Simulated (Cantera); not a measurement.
Feed: 1 mol CH₂F₂, 1.6 mol F₂, at 2802 °C and 13.3 mbar.

Equilibrium computed with Cantera from the NASA thermochemical tables; the gas is ideal and each condensed phase is pure. Candidate condensed phases: C, C₆H₆, C₇H₈, C₈H₁₈; 95 gas species. The numbers say what is thermodynamically allowed, not how fast it happens.

Q: What is the equilibrium state?

A: 
| Item | Result |
|---|---|
| x(F) | 0.518 |
| x(HF) | 0.353 |
| x(CF) | 0.0593 |
| x(C₃) | 0.0314 |
| x(H) | 0.0141 |
| x(CF₂) | 0.0128 |
| x(C) | 0.00649 |
| x(C₂) | 0.00381 |
| x(C₅) | 0.000519 |
| gas amount | 5.438 mol |
| log10 activity of C(graphite) (absent) | -0.07 |
